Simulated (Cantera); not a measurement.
**Moist CO burnout**

An isothermal, constant-pressure homogeneous reactor starts with CO : O2 : H2O : N2 : H2 = 0.024 : 0.053 : 0.00019 : 1 : 0.0029 (molar parts), equivalence ratio 0.25, at 1523 K and 0.820 bar.

Model: GRI-Mech 3.0 (53 species, 325 reactions), integrated in Cantera.

```tsv
t (s)	x CO	x O2	x H2O	x NO	x H	x OH
0.000100	0.0222	0.0491	0.000185	3.54e-12	4.54e-6	7.17e-6
0.000246	0.0197	0.0451	0.00197	9.42e-8	0.000729	0.000597
0.000605	0.0125	0.0405	0.00191	2.06e-6	0.00112	0.000555
0.00149	0.00515	0.0379	0.00219	7.23e-6	0.000687	0.000506
0.00366	0.00153	0.0373	0.00265	9.77e-6	0.000116	0.000295
0.00902	0.000351	0.0371	0.00281	1.05e-5	1.23e-5	0.000142
0.0222	6.85e-5	0.0371	0.00286	1.08e-5	1.18e-6	6.61e-5
0.0546	1.29e-5	0.0371	0.00288	1.10e-5	1.24e-7	3.15e-5
0.134	2.81e-6	0.0371	0.00289	1.10e-5	1.86e-8	1.68e-5
0.330	1.06e-6	0.0371	0.00289	1.10e-5	6.30e-9	1.17e-5
0.813	8.94e-7	0.0371	0.00289	1.11e-5	5.32e-9	1.11e-5
2.00	8.92e-7	0.0371	0.00289	1.11e-5	5.31e-9	1.11e-5
```
x: mole fraction; the columns are a selection and need not sum to one.

Equilibrium at this temperature and pressure: CO 8.96e-7, O2 0.0368, H2O 0.00289, NO 0.000627, H 5.33e-9, OH 1.10e-5 (gas phase only).
